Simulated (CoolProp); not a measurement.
Vapour-liquid equilibrium of CH2F2 (R32) (1) + methanol (2) at 5.85 °C; x and y are mole fractions of (1).

Values from CoolProp's multi-fluid Helmholtz-energy mixture model, Tillner-Roth 1997 and de Reuck 1993; pair parameters Bell 2016.

| x | bubble pressure (MPa) | y at the bubble point | dew pressure at overall composition x (MPa) | liquid density (mol/L) |
|---|---|---|---|---|
| 0.05 | 0.1630 | 0.964 | … | … |
| 0.2 | 0.4992 | 0.988 | 0.007262 | 24.54 |
| 0.35 | … | … | 0.008928 | 24.00 |
| 0.5 | 0.7369 | 0.992 | … | 23.33 |
| 0.65 | 0.7737 | 0.993 | 0.01657 | 22.51 |
| 0.8 | … | 0.994 | … | 21.53 |
| 0.95 | 0.9249 | 0.998 | 0.1167 | … |

Problem. Some entries are withheld; supply them.

Solution. 
- 0.05, dew pressure at overall composition x (MPa): 0.006124
- 0.05, liquid density (mol/L): 24.98
- 0.35, bubble pressure (MPa): 0.6671
- 0.35, y at the bubble point: 0.991
- 0.5, dew pressure at overall composition x (MPa): 0.01160
- 0.8, bubble pressure (MPa): 0.8242
- 0.8, dew pressure at overall composition x (MPa): 0.02901
- 0.95, liquid density (mol/L): 20.34

No azeotrope shows between x = 0.05 and 0.95.

The pair parameters rest on a limited set of measurements; away from them the model extrapolates. With so large a gap from Raoult's law the liquid may split in two, which this calculation doesn't test in full.
